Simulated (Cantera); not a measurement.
**Catalytic combustion on Pt**

An isothermal plug-flow reactor at 850 K and 1.60 bar (inlet), inlet velocity 0.59 m/s, active area per volume 160 1/m; feed H2 : O2 : N2 = 0.0034 : 0.033 : 0.79 (molar parts).

Cantera simulation using Deutschmann's 1995 Pt surface mechanism with GRI-Mech 3.0 gas chemistry; the numbers are that mechanism's predictions, not measurements. Catalytic surfaces can have several steady states; this one follows from the mechanism file's or the stated starting coverage. Mass transfer to the wall is taken as infinitely fast.

```json
[
 {"z (m)": "0.00071", "x H2": "0.00152", "x O2": "0.0387", "x H2O": "0.00260", "θ free Pt": "0.113", "θ O*": "0.885", "θ OH*": "0.00191"},
 {"z (m)": "0.0013", "x H2": "0.000854", "x O2": "0.0384", "x H2O": "0.00327", "θ free Pt": "0.0953", "θ O*": "0.903", "θ OH*": "0.00186"},
 {"z (m)": "0.0023", "x H2": "0.000366", "x O2": "0.0381", "x H2O": "0.00376", "θ free Pt": "0.0843", "θ O*": "0.914", "θ OH*": "0.00183"},
 {"z (m)": "0.004", "x H2": "9.80e-5", "x O2": "0.0380", "x H2O": "0.00402", "θ free Pt": "0.0790", "θ O*": "0.919", "θ OH*": "0.00181"},
 {"z (m)": "0.0071", "x H2": "9.73e-6", "x O2": "0.0380", "x H2O": "0.00411", "θ free Pt": "0.0774", "θ O*": "0.921", "θ OH*": "0.00180"},
 {"z (m)": "0.013", "x H2": "1.25e-7", "x O2": "0.0380", "x H2O": "0.00412", "θ free Pt": "0.0772", "θ O*": "0.921", "θ OH*": "0.00180"},
 {"z (m)": "0.023", "x H2": "7.78e-11", "x O2": "0.0380", "x H2O": "0.00412", "θ free Pt": "0.0772", "θ O*": "0.921", "θ OH*": "0.00180"},
 {"z (m)": "0.04", "x H2": "<1e-12", "x O2": "0.0380", "x H2O": "0.00412", "θ free Pt": "0.0772", "θ O*": "0.921", "θ OH*": "0.00180"},
 {"z (m)": "0.071", "x H2": "<1e-12", "x O2": "0.0380", "x H2O": "0.00412", "θ free Pt": "0.0772", "θ O*": "0.921", "θ OH*": "0.00180"}
]
```
x: gas mole fraction; θ: surface coverage.
